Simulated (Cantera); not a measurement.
# Ignition delay

Mixture: CH4 : C2H6 : O2 : N2 = 1 : 0.17 : 2.36 : 8.87 (molar parts), equivalence ratio 1.1, at 5.00 bar, adiabatic and at constant pressure. Ignition delay is the time to a rise of 400 K.

Cantera simulation using GRI-Mech 3.0 (53 species, 325 reactions); the numbers are that mechanism's predictions, not measurements.

| T0 (K) | delay (ms) |
|---|---|
| 1175 | 1.68 |
| 1225 | 0.867 |
| 1275 | 0.484 |
| 1325 | 0.289 |
| 1375 | 0.181 |
| 1425 | 0.117 |

```
Item                                                    Result
--------------------------------------------------  ----------
apparent activation energy between 1325 and 1425 K  140 kJ/mol
```
